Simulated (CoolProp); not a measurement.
Properties of R113 along the isobar 9290 kPa (Tc = 487.2 K, pc = 3392 kPa, ω = 0.253).

Values from CoolProp's reference Helmholtz-energy equation of state, Marx 1992.

| T (K) | phase | speed of sound (m/s) | Joule-Thomson coefficient (K/MPa) | isothermal compressibility (1/MPa) |
|---|---|---|---|---|
| 274.8 | liquid | 819.4 | -0.4366 | 0.001240 |
| 296.9 | liquid | 750.6 | -0.4104 | 0.001506 |
| 319 | liquid | 685.9 | -0.3784 | 0.001846 |
| 341 | liquid | 625.1 | -0.3389 | 0.002286 |
| 363.1 | liquid | 567.1 | -0.2890 | 0.002872 |
| 385.2 | liquid | 511.5 | -0.2251 | 0.003670 |
| 407.3 | liquid | 457.9 | -0.1408 | 0.004794 |
| 429.3 | liquid | 406.1 | -0.02716 | 0.006431 |
| 451.4 | liquid | 355.5 | 0.1331 | 0.008948 |
| 473.5 | liquid | 306.5 | 0.3670 | 0.01302 |
| 495.5 | supercritical | 259.9 | 0.7195 | 0.01995 |
